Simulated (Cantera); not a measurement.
An isothermal, constant-pressure homogeneous reactor starts with NH3 : N2 = 1 : 0.27 (molar parts), at 2275 K and 2400 Pa.

Cantera simulation using the gas-phase N/H chemistry of the illustrative SiF4/NH3 mechanism in the Surface Chemkin manual (1991); the numbers are that mechanism's predictions, not measurements. Walls and surfaces, which speed up NH3 decomposition in real reactors, are not modelled.

x: mole fraction; the columns are a selection and need not sum to one.

| t (s) | x NH3 | x N2H4 | x N2H2 | x N | x NH | x H2 | x NH2 |
|---|---|---|---|---|---|---|---|
| 2.00e-5 | 0.787 | 1.67e-11 | (withheld) | 6.13e-12 | 2.03e-8 | 5.15e-5 | 0.000107 |
| 6.59e-5 | 0.787 | 2.01e-10 | (withheld) | 3.06e-10 | 3.23e-7 | 0.000179 | 0.000360 |
| 0.000217 | 0.786 | 2.19e-9 | (withheld) | 1.18e-8 | 4.79e-6 | 0.000616 | 0.00118 |
| 0.000717 | 0.781 | 1.85e-8 | (withheld) | 1.26e-7 | 3.04e-5 | 0.00281 | 0.00343 |
| 0.00236 | 0.762 | 3.74e-8 | (withheld) | 7.37e-7 | 5.98e-5 | 0.0180 | 0.00486 |
| 0.00779 | 0.699 | 2.74e-8 | (withheld) | 2.44e-6 | 7.50e-5 | 0.0713 | 0.00416 |
| 0.0257 | 0.534 | 1.52e-8 | (withheld) | 5.23e-6 | 8.61e-5 | 0.210 | 0.00310 |
| 0.0847 | 0.250 | 4.81e-9 | (withheld) | 7.25e-6 | 7.55e-5 | 0.449 | 0.00174 |
| 0.279 | 0.0354 | 3.19e-10 | (withheld) | 7.68e-6 | 3.97e-5 | 0.629 | 0.000450 |
| 0.920 | 2.13e-5 | <1e-12 | 7.14e-11 | 2.73e-6 | 1.67e-6 | 0.643 | 2.22e-6 |
| 3.03 | 1.84e-7 | <1e-12 | <1e-12 | 2.13e-7 | 6.27e-8 | 0.625 | 4.01e-8 |
| 10.0 | 9.27e-8 | <1e-12 | <1e-12 | 1.11e-7 | 3.22e-8 | 0.625 | 2.04e-8 |

Task: Fill in the missing entries.

Result: 
- 2.00e-5, x N2H2: 2.99e-9
- 6.59e-5, x N2H2: 6.02e-8
- 0.000217, x N2H2: 9.80e-7
- 0.000717, x N2H2: 1.15e-5
- 0.00236, x N2H2: 2.69e-5
- 0.00779, x N2H2: 2.34e-5
- 0.0257, x N2H2: 1.55e-5
- 0.0847, x N2H2: 5.70e-6
- 0.279, x N2H2: 5.96e-7
